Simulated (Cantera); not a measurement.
An isothermal, constant-pressure homogeneous reactor starts with H₂ : O₂ : N₂ = 0.99 : 1 : 8.7 (molar parts), equivalence ratio 0.49, at 800 K and 0.132 atm.

Detailed kinetics in Cantera: the H2/O2 subset of GRI-Mech 3.0, which has no nitrogen chemistry. Radical loss at walls, strong at low pressure, is not modelled. Below about 950 K walls govern HO2 and H2O2 in real vessels. The temperature is held fixed by assumption; the heat of reaction is taken as removed at once.

One state of this run: x H₂ = 0.0290; x O₂ = 0.0632; x H₂O = 0.0665; x O = 6.76e-9; x OH = 3.07e-9. x: mole fraction; the columns are a selection and need not sum to one.

Problem. Which value of t (s) does it belong to?
A. 40.0
B. 0.000293
C. 0.00159
D. 5.41e-5

Solution. A, 40.0
